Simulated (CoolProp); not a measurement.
Vapour-liquid equilibrium of dimethyl carbonate (1) + n-nonane (2) at 0.773 bar; x and y are mole fractions of (1).

Values from CoolProp's multi-fluid Helmholtz-energy mixture model, Zhou 2011 and Lemmon 2006; pair parameters Bell 2016.

| x | bubble temperature (°C) | y at the bubble point | dew temperature at overall composition x (°C) | liquid density (mol/L) |
|---|---|---|---|---|
| 0.05 | 124.6 | 0.400 | 139.1 | 5.061 |
| 0.125 | 108.3 | 0.668 | 136.4 | 5.391 |
| 0.2 | 98.7 | 0.779 | 133.5 | 5.700 |
| 0.275 | 92.9 | 0.832 | 130.3 | 6.006 |
| 0.35 | 89.5 | 0.860 | 127.0 | 6.323 |
| 0.425 | 87.4 | 0.877 | 123.3 | 6.660 |
| 0.5 | 86.1 | 0.887 | 119.3 | 7.025 |
| 0.575 | 85.3 | 0.895 | 114.8 | 7.427 |
| 0.65 | 84.7 | 0.901 | 109.7 | 7.876 |
| 0.725 | 84.2 | 0.908 | 103.7 | 8.382 |
| 0.8 | 83.6 | 0.919 | 96.5 | 8.957 |
| 0.875 | 82.9 | 0.936 | 87.6 | 9.616 |
| 0.95 | 82.2 | 0.967 | 82.5 | 10.37 |

No azeotrope shows between x = 0.05 and 0.95.

Pair parameters are fitted to limited data, so mixtures are less certain than the pure fluids. With so large a gap from Raoult's law the liquid may split in two, which this calculation doesn't test in full.
